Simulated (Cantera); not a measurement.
Input (Python, Cantera):

```python
import numpy as np
import cantera as ct

gas = ct.Solution("gri30.yaml")


def delay(T, t_max=10):
    gas.TPX = T, 1200000, {'CH4': 1, 'C2H6': 0.11, 'O2': 3.46, 'N2': 13}
    reactor = ct.IdealGasConstPressureReactor(gas, clone=False)
    net = ct.ReactorNet([reactor])
    net.rtol, net.atol = 1e-8, 1e-16
    while net.time < t_max:
        t_old, T_old = net.time, reactor.T
        net.step()
        if reactor.T > T + 400:  # ignition: a rise of 400 K
            return t_old + (T + 400 - T_old) / (reactor.T - T_old) * (net.time - t_old)
    return np.nan


taus = []
for T in [1200, 1275, 1350, 1425, 1500, 1575, 1650]:
    taus.append(delay(T))
    print(f"T0 = {T:6g} K   tau = {taus[-1]:.4e} s")
```

Result:

```
T0 =   1200 K   tau = 8.7316e-04 s
T0 =   1275 K   tau = 3.5649e-04 s
T0 =   1350 K   tau = 1.6422e-04 s
T0 =   1425 K   tau = 8.2265e-05 s
T0 =   1500 K   tau = 4.3712e-05 s
T0 =   1575 K   tau = 2.4332e-05 s
T0 =   1650 K   tau = 1.4143e-05 s
```

Cantera simulation using GRI-Mech 3.0 (53 species, 325 reactions); the numbers are that mechanism's predictions, not measurements. The pressure lies above the range GRI-Mech 3.0 was tuned for (to about 10 atm).
